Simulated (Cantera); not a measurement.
An adiabatic, constant-volume homogeneous reactor starts with CH4 : O2 : N2 = 1 : 5.56 : 20.9 (molar parts), at 1498 K and 1.40 bar. Integrator tolerance rtol = 1e-08.

Cantera simulation using GRI-Mech 3.0 (53 species, 325 reactions); the numbers are that mechanism's predictions, not measurements.

Problem. What does this change do: pressure from 1.40 bar to 22.0 bar?

Solution. 
```json
[
 {"quantity": "time of steepest temperature rise", "before": "0.645 ms", "after": "68.3 µs"},
 {"quantity": "temperature at 4.00 s", "before": "2380 K", "after": "2412 K"},
 {"quantity": "equilibrium temperature", "before": "2380 K", "after": "2412 K"},
 {"quantity": "x(CH4) at 4.00 s", "before": "<1e-12 (gas-phase equilibrium <1e-12)", "after": "<1e-12 (gas-phase equilibrium <1e-12)"},
 {"quantity": "x(O2) at 4.00 s", "before": "0.121 (gas-phase equilibrium 0.121)", "after": "0.121 (gas-phase equilibrium 0.121)"},
 {"quantity": "x(CH2CO) at 4.00 s", "before": "<1e-12 (gas-phase equilibrium <1e-12)", "after": "<1e-12 (gas-phase equilibrium <1e-12)"},
 {"quantity": "x(CH3) at 4.00 s", "before": "<1e-12 (gas-phase equilibrium <1e-12)", "after": "<1e-12 (gas-phase equilibrium <1e-12)"},
 {"quantity": "x(O) at 4.00 s", "before": "0.00182 (gas-phase equilibrium 0.00182)", "after": "0.000544 (gas-phase equilibrium 0.000544)"},
 {"quantity": "x(HCN) at 4.00 s", "before": "<1e-12 (gas-phase equilibrium <1e-12)", "after": "<1e-12 (gas-phase equilibrium <1e-12)"},
 {"quantity": "x(H2) at 4.00 s", "before": "0.000432 (gas-phase equilibrium 0.000432)", "after": "0.000132 (gas-phase equilibrium 0.000132)"}
]
```
The pressure lies above the range GRI-Mech 3.0 was tuned for (to about 10 atm).

Problem. What does this change do: CH4 1 to 2.1 parts?

Solution. 
| quantity | before | after |
|---|---|---|
| time of steepest temperature rise | 0.645 ms | 0.797 ms |
| temperature at 4.00 s | 2380 K | 2821 K |
| equilibrium temperature | 2380 K | 2821 K |
| x(CH4) at 4.00 s | <1e-12 (gas-phase equilibrium <1e-12) | <1e-12 (gas-phase equilibrium <1e-12) |
| x(O2) at 4.00 s | 0.121 (gas-phase equilibrium 0.121) | 0.0457 (gas-phase equilibrium 0.0457) |
| x(CH2CO) at 4.00 s | <1e-12 (gas-phase equilibrium <1e-12) | <1e-12 (gas-phase equilibrium <1e-12) |
| x(CH3) at 4.00 s | <1e-12 (gas-phase equilibrium <1e-12) | <1e-12 (gas-phase equilibrium <1e-12) |
| x(O) at 4.00 s | 0.00182 (gas-phase equilibrium 0.00182) | 0.00770 (gas-phase equilibrium 0.00770) |
| x(HCN) at 4.00 s | <1e-12 (gas-phase equilibrium <1e-12) | 6.61e-10 (gas-phase equilibrium 6.61e-10) |
| x(H2) at 4.00 s | 0.000432 (gas-phase equilibrium 0.000432) | 0.00823 (gas-phase equilibrium 0.00823) |
